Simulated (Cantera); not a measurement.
Input: 1 mol trisilylamine, 0.3 mol N2, 4.9 mol NH3, equilibrated at 0.100 bar.

Method: chemical equilibrium by Gibbs-energy minimisation in Cantera with the NASA 1993 tables (ideal gas, pure condensed phases). Candidate condensed phases: Si, Si3N4; 18 gas species. The feed counts by its element totals alone. Equilibrium is a limit: real reactors are often held back by kinetics, nucleation or transport. All values below are at 1252 °C.

Base state: H2 0.905, N2 0.0954, H 7.11e-5 (mole fractions); condensed: Si3N4(s).

What changes in the equilibrium state with this change: pressure from 0.100 bar to 5.20 Pa?


```csv
species,before,after
H2,0.905,0.782
N2,0.0954,0.215
H,7.11e-5,0.00290
Si,7.59e-9,0.000363
"Si3N4(s), mol",1.00,0
"Si(s), mol",0,2.99
```
